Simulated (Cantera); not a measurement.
A perfectly stirred reactor is fed with H2 : O2 : N2 = 1.9 : 1 : 12 (molar parts), equivalence ratio 0.95, at 278 Torr; it is held at 1123 K, and followed from long to short residence time.

Detailed kinetics in Cantera: GRI-Mech 3.0 (53 species, 325 reactions). The temperature is held fixed by assumption; the heat of reaction is taken as removed at once.

**Question.** What does this change do: temperature 1123 to 1275 K?

**Answer.** 
| quantity | before | after |
|---|---|---|
| x(H2) at τ = 18.0 s | 0.000119 | 0.000134 |
| x(O2) at τ = 18.0 s | 0.00363 | 0.00363 |
| x(H) at τ = 18.0 s | 5.62e-6 | 7.58e-6 |
| x(H2O2) at τ = 18.0 s | 1.72e-7 | 6.74e-8 |
| x(O) at τ = 18.0 s | 3.26e-6 | 5.83e-6 |
| x(H2) at τ = 58.0 ms | 0.00353 | 0.00370 |
| x(O2) at τ = 58.0 ms | 0.00545 | 0.00547 |
| x(H) at τ = 58.0 ms | 0.00104 | 0.00134 |
| x(H2O2) at τ = 58.0 ms | 6.10e-7 | 5.46e-7 |
| x(O) at τ = 58.0 ms | 0.000157 | 0.000255 |

**Question.** What does this change do: H2 1.9 to 5.6 parts?

**Answer.** 
```
quantity                  before     after
----------------------  --------  --------
x(H2) at τ = 18.0 s     0.000119     0.204
x(O2) at τ = 18.0 s      0.00363   2.06e-5
x(H) at τ = 18.0 s       5.62e-6  0.000268
x(H2O2) at τ = 18.0 s    1.72e-7  4.72e-10
x(O) at τ = 18.0 s       3.26e-6   8.79e-9
x(H2) at τ = 58.0 ms     0.00353     0.202
x(O2) at τ = 58.0 ms     0.00545  0.000373
x(H) at τ = 58.0 ms      0.00104   0.00457
x(H2O2) at τ = 58.0 ms   6.10e-7   1.14e-9
x(O) at τ = 58.0 ms     0.000157   2.74e-6
```
